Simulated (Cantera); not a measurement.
## Hydrocarbon pyrolysis for carbon deposition

An isothermal, constant-pressure homogeneous reactor starts with 5.56 % C2H6, 94.4 % N2, at 1775 K and 1.00 atm.

Computed with Cantera and GRI-Mech 3.0 (53 species, 325 reactions). GRI-Mech 3.0 stops at C3 and has no aromatics, soot or wall deposition, so with more carbon than oxygen in the feed, carbon stays in small species such as C2H2 where larger ones or solid carbon would form.

```tsv
t (s)	x C2H6	x C2H2	x C2H	x CH3	x CH4	x HCN
0.000600	1.67e-5	0.0404	2.92e-7	0.000298	0.0164	4.49e-6
0.00160	1.35e-5	0.0426	2.96e-7	0.000270	0.0154	4.53e-6
0.00425	1.00e-5	0.0437	3.05e-7	0.000234	0.0133	4.64e-6
0.0113	5.30e-6	0.0454	3.18e-7	0.000172	0.00964	4.89e-6
0.0300	1.76e-6	0.0473	3.35e-7	9.97e-5	0.00552	5.35e-6
0.0799	3.86e-7	0.0487	3.49e-7	4.68e-5	0.00255	5.97e-6
0.213	7.64e-8	0.0494	3.56e-7	2.02e-5	0.00109	6.69e-6
0.565	2.58e-8	0.0496	3.58e-7	1.07e-5	0.000576	7.59e-6
1.50	2.05e-8	0.0496	3.59e-7	9.13e-6	0.000492	9.30e-6
4.00	2.05e-8	0.0496	3.59e-7	9.10e-6	0.000490	1.41e-5
```
x: mole fraction; the columns are a selection and need not sum to one.

Equilibrium at this temperature and pressure: C2H6 6.50e-9, C2H2 0.0156, C2H 1.13e-7, CH3 5.13e-6, CH4 0.000277, HCN 0.0684 (gas phase only).
